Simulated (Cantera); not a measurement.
A Cantera script and what it prints.

```python
import numpy as np
import cantera as ct

gas_names = """
    H HNO HNO2 HNO3 HO2 H2 H2O H2O2 N NH NH2 NH3 NH2OH NO NO2 NO3 N2 N2H2 N2H4 N2O O OH O2 O3 V VN VO
    VO2
""".split()
cond_names = """
    H2O(s) H2O(L) V(cr) V(L) VN(s) VO(s) VO(L) V2O3(s) V2O3(L) V2O4(I) V2O4(II) V2O4(L) V2O5(s) V2O5(L)
""".split()


def load(file, names, dense=False):
    # The tables refer to 1 bar. Condensed volumes are neglected.
    table = {s.name: s for s in ct.Species.list_from_file(file)}
    out = []
    for n in names:
        d = dict(table[n].input_data)
        d["thermo"] = dict(d["thermo"], **{"reference-pressure": 1e5})
        if dense:
            d["equation-of-state"] = {"model": "constant-volume", "density": "1e6 g/cm^3"}
        out.append(ct.Species.from_dict(d))
    return out


gas = ct.Solution(thermo="ideal-gas", species=load("nasa_gas.yaml", gas_names))
cond = {s.name: ct.Solution(thermo="fixed-stoichiometry", species=[s], name=s.name)
        for s in load("nasa_condensed.yaml", cond_names, dense=True)}
atoms = {
    'V': {'V': 1},
    'N2O': {'N': 2, 'O': 1},
    'N2': {'N': 2},
    'H2O': {'H': 2, 'O': 1},
}
top_T = {'VN(s)': 2300}  # K; cautious upper limits of use, not melting points


def equilibrate(T, P, feed):
    n = {}
    for name, mol in feed.items():
        for a, k in atoms[name].items():
            n[a] = n.get(a, 0.0) + k * mol
    gas.TPX = T, P, n
    mass = sum(n.values()) * gas.mean_molecular_weight
    gas.equilibrate("TP")
    valid = [c for c in cond.values() if c.min_temp <= T <= top_T.get(c.name, c.max_temp)]
    mix = ct.Mixture([(gas, mass / gas.mean_molecular_weight)] + [(c, 0.0) for c in valid])
    mix.T, mix.P = T, P
    mix.equilibrate("TP", solver="vcs", rtol=1e-11, max_steps=5000)
    return mix


results = []
feed = {'V': 1, 'N2O': 1.4, 'N2': 91, 'H2O': 1.1}  # mol
T = 898  # K
P = 0.1  # Pa
mix = equilibrate(T, P, feed)
results.append((T, P, feed, dict(zip(mix.species_names, mix.species_moles))))
x = sorted(zip(gas.X, gas.species_names), reverse=True)
print(f"T = {T:g} K  P = {P:g} Pa  gas = {mix.phase_moles(0):.4g} mol")
print("   x: " + "  ".join(f"{s} {v:.3e}" for v, s in x if v > 0.001))
print("   condensed (mol): " + ("  ".join(f"{mix.phase(i).name} {mix.phase_moles(i):.4g}"
      for i in range(1, mix.n_phases) if mix.phase_moles(i) > 1e-12) or "none"))
```

Result:

```
T = 898 K  P = 0.1 Pa  gas = 93.5 mol
   x: N2 9.882e-01  H2O 1.070e-02  H2 1.070e-03
   condensed (mol): V2O3(s) 0.5
```

Method: chemical equilibrium by Gibbs-energy minimisation in Cantera with the NASA 1993 tables (ideal gas, pure condensed phases). Condensed phases not in the tables: the oxides between V2O3 and V2O5 other than VO2.
